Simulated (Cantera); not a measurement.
An isothermal, constant-pressure homogeneous reactor starts with NO : N2 = 1 : 1.7 (molar parts), at 1898 K and 62.3 Torr. Integrator tolerance rtol = 1e-08.

Cantera simulation using GRI-Mech 3.0 (53 species, 325 reactions); the numbers are that mechanism's predictions, not measurements.

What does this change do: 0.023 parts H2O added?


```tsv
quantity	before	after
x(NO) at 2.00 s	0.336 (gas-phase equilibrium 0.00541)	0.331 (gas-phase equilibrium 0.00536)
x(O2) at 2.00 s	0.0171 (gas-phase equilibrium 0.182)	0.0179 (gas-phase equilibrium 0.181)
x(O) at 2.00 s	0.000160 (gas-phase equilibrium 0.000437)	0.000148 (gas-phase equilibrium 0.000435)
x(N2O) at 2.00 s	4.44e-5 (gas-phase equilibrium 8.98e-8)	3.48e-5 (gas-phase equilibrium 8.86e-8)
x(NO2) at 2.00 s	6.02e-5 (gas-phase equilibrium 3.00e-6)	5.62e-5 (gas-phase equilibrium 2.95e-6)
x(N2) at 2.00 s	0.647 (gas-phase equilibrium 0.812)	0.642 (gas-phase equilibrium 0.805)
```
